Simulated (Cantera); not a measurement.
Charge: 1 mol Si, 0.05 mol N2O, 1 mol N2, equilibrated at 7.50 Torr.

Method: chemical equilibrium by Gibbs-energy minimisation in Cantera with the NASA 1993 tables (ideal gas, pure condensed phases). Candidate condensed phases: Si, SiO2, Si2N2O, Si3N4; 16 gas species. Mutual solubility and eutectic melting of coexisting phases are not modelled. Equilibrium is a limit: real reactors are often held back by kinetics, nucleation or transport.

### Question
Which condensed phases are stable at each of these points (T (K)): 1150, 1250, 1350, 1450, 1550, 1650, 1750, 1850, 1950, 2050?

### Answer
```csv
T (K),condensed phases,Si condensed (%)
1150,Si2N2O(s) + Si3N4(s),100.0
1250,Si2N2O(s) + Si3N4(s),100.0
1350,Si2N2O(s) + Si3N4(s),100.0
1450,Si2N2O(s) + Si3N4(s),100.0
1550,Si2N2O(s) + Si3N4(s),100.0
1650,Si2N2O(s) + Si3N4(s),100.0
1750,Si2N2O(s) + Si3N4(s),99.6
1850,Si(l),94.9
1950,Si(l),94.7
2050,Si(l),94.0
```

From 1150 K to 1750 K the condensed part is Si2N2O(s) + Si3N4(s). From 1850 K to 2050 K the condensed part is Si(l).
